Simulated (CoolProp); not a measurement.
A single-stage vapour-compression cycle with propylene: evaporating at 221.15 K (dew point), condensing at 241.15 K (bubble point), superheat 8 K, subcooling 5 K, compressor efficiency 0.9, no pressure losses. Each further row changes one setting.

Values from CoolProp's reference Helmholtz-energy equation of state, Lemmon 2013.

```csv
case,cooling COP,pressure ratio,discharge temperature (K),refrigerating effect (kJ/kg),volumetric capacity (kJ/m³)
as stated,9.40,2.37,264.6,421,791
evaporating temperature 226.15 K,13.0,1.88,260.2,___,994
condensing temperature 236.15 K,12.7,1.94,256.2,432,812
subcooling 10 K,___,2.37,264.6,432,811
superheat 18 K,9.27,2.37,275.0,435,779
compressor efficiency 0.8,___,2.37,268.3,421,791
```

Task: What belongs in the gaps?

Result: 
- evaporating temperature 226.15 K, refrigerating effect (kJ/kg): 427
- subcooling 10 K, cooling COP: 9.65
- compressor efficiency 0.8, cooling COP: 8.36
